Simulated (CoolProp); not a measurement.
A single-stage vapour-compression cycle with fluoroethane (R161): evaporating at 213.15 K (dew point), condensing at 239.15 K (bubble point), superheat 0 K, subcooling 2 K, compressor efficiency 0.9, no pressure losses. Each further row changes one setting.

Model: reference Helmholtz-energy equation of state, Wu 2012, in CoolProp.

```
case                              cooling COP  pressure ratio  discharge temperature (K)  refrigerating effect (kJ/kg)  volumetric capacity (kJ/m³)
--------------------------------  -----------  --------------  -------------------------  ----------------------------  ---------------------------
as stated                                6.77            3.73                      270.2                           401                          352
evaporating temperature 218.15 K         8.75            2.82                 (withheld)                    (withheld)                          462
condensing temperature 234.15 K          8.54            2.98                      259.9                           411                          360
subcooling 7 K                           6.94            3.73                      270.2                           411                          360
superheat 10 K                           6.64            3.73                 (withheld)                           412                          344
compressor efficiency 0.8                6.02            3.73                      276.4                           401                          352
```

Problem. Fill in the missing entries.

Solution. 
- evaporating temperature 218.15 K, discharge temperature (K): 263.2
- evaporating temperature 218.15 K, refrigerating effect (kJ/kg): 406
- superheat 10 K, discharge temperature (K): 281.1
